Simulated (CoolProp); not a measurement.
CHF3 (R23) along the isobar 146 bar: density (kg/m³) from the reference equation and from simpler models built on Tc = 299.3 K, pc = 48.32 bar, ω = 0.263; each cubic takes its own stable root.

Values from CoolProp's reference Helmholtz-energy equation of state, Penoncello 2003.

```csv
T (K),phase,reference
136.9,liquid,1657
156.6,liquid,1593
176.3,liquid,1529
196.1,liquid,1462
215.8,liquid,1393
235.6,liquid,1320
255.3,liquid,1241
275.1,liquid,1154
294.8,liquid,1056
314.5,supercritical,942.1
334.3,supercritical,809.5
354,supercritical,669.0
373.8,supercritical,548.1
```

Question: How far does each simpler model (van der Waals, Soave-Redlich-Kwong) lie from the reference over these 13 states: mean and median of the absolute difference, and the worst?

Answer: 
- van der Waals: mean 33.0 %, median 37.9 %, worst -43.3 % at 136.9 K and 146 bar
- Soave-Redlich-Kwong: mean 15.1 %, median 14.9 %, worst -17.5 % at 334.3 K and 146 bar
